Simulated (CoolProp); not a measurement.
20 sccm (0 °C, 1 atm) of nitrogen bubbles through liquid m-xylene at 370.2 K and leaves saturated at a total pressure of 0.15 MPa (ideal gas phase). Each further row changes one setting.

Values from CoolProp's reference Helmholtz-energy equation of state, Zhou 2012.

```csv
case,vapour pressure (kPa),mole fraction of vapour,delivery (mg/min),delivery (sccm),change of delivery for a bath 1 K warmer (%)
as stated,28.2,[?],[?],4.63,4.4
bath temperature 375.2 K,33.4,[?],27.1,[?],4.4
total pressure 0.3 MPa,28.2,[?],[?],[?],[?]
```

Q: Complete the blanks.

A: 
- as stated, mole fraction of vapour: 0.188
- as stated, delivery (mg/min): 21.9
- bath temperature 375.2 K, mole fraction of vapour: 0.223
- bath temperature 375.2 K, delivery (sccm): 5.73
- total pressure 0.3 MPa, mole fraction of vapour: 0.0940
- total pressure 0.3 MPa, delivery (mg/min): 9.82
- total pressure 0.3 MPa, delivery (sccm): 2.07
- total pressure 0.3 MPa, change of delivery for a bath 1 K warmer (%): 3.9
